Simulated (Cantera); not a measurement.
A diamond (100) surface in a fixed gas of H2 with x(CH4) = 0.0064, x(H) = 0.013, x(CH3) = 8.9e-05, at 1148 K; coverages are run to steady state.

Detailed kinetics in Cantera: the Harris–Goodwin 1993 mechanism for the reconstructed diamond (100) surface.

θ: site fractions in the mechanism's names (c6HH fully hydrogenated, c6H* and c6*H radical sites, c6** diradical, c6HM methylated).

```tsv
P (Pa)	growth (µm/h)	θ c6HH	θ c6H*	θ c6*H	θ c6**	θ c6HM
1000	0.316	0.475	0.0329	0.468	0.0237	0.000731
1600	0.646	0.474	0.0329	0.467	0.0237	0.000969
2600	[?]	0.474	0.0329	0.467	0.0237	[?]
4100	2.38	0.474	0.0329	0.467	0.0237	0.00145
6400	[?]	0.474	0.0330	0.467	0.0237	[?]
10000	7.03	0.474	0.0331	0.467	0.0238	0.00178
16000	11.9	0.474	0.0332	0.466	0.0238	0.00189
25000	19.3	0.474	0.0335	0.466	0.0238	0.00197
```

Problem. What belongs in the gaps?

Solution. 
- 2600, growth (µm/h): 1.29
- 2600, θ c6HM: 0.00122
- 6400, growth (µm/h): 4.15
- 6400, θ c6HM: 0.00163
